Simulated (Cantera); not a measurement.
Input: 1 mol Si, 0.014 mol CO₂, 26 mol N₂, 0.024 mol O₂, held at 3.10 bar.

Equilibrium computed with Cantera from the NASA thermochemical tables; the gas is ideal and each condensed phase is pure. Candidate condensed phases: C, Si, SiC, SiO₂, Si₂N₂O, Si₃N₄; 34 gas species. N₂ is the only nitrogen source here; it is nearly inert below about 1500 K, so the nitride shown seldom forms there in practice. Mutual solubility and eutectic melting of coexisting phases are not modelled. The numbers say what is thermodynamically allowed, not how fast it happens.

Q: Which condensed phases are stable at each of these points (T (°C)): 800, 900, 1000, 1100, 1200, 1300, 1400, 1500, 1600, 1700, 1800?

A: 
```tsv
T (°C)	condensed phases	Si condensed (%)
800	C(graphite) + Si₂N₂O(s) + Si₃N₄(s)	100.0
900	C(graphite) + Si₂N₂O(s) + Si₃N₄(s)	100.0
1000	C(graphite) + Si₂N₂O(s) + Si₃N₄(s)	100.0
1100	C(graphite) + Si₂N₂O(s) + Si₃N₄(s)	100.0
1200	C(graphite) + Si₂N₂O(s) + Si₃N₄(s)	100.0
1300	C(graphite) + Si₂N₂O(s) + Si₃N₄(s)	100.0
1400	Si₂N₂O(s) + Si₃N₄(s)	100.0
1500	Si₂N₂O(s) + Si₃N₄(s)	100.0
1600	Si₂N₂O(s) + Si₃N₄(s)	99.8
1700	Si₂N₂O(s) + Si₃N₄(s)	98.9
1800	Si₂N₂O(s) + Si₃N₄(s)	94.3
```

From 800 °C to 1300 °C the condensed part is C(graphite) + Si₂N₂O(s) + Si₃N₄(s). From 1400 °C to 1800 °C the condensed part is Si₂N₂O(s) + Si₃N₄(s).
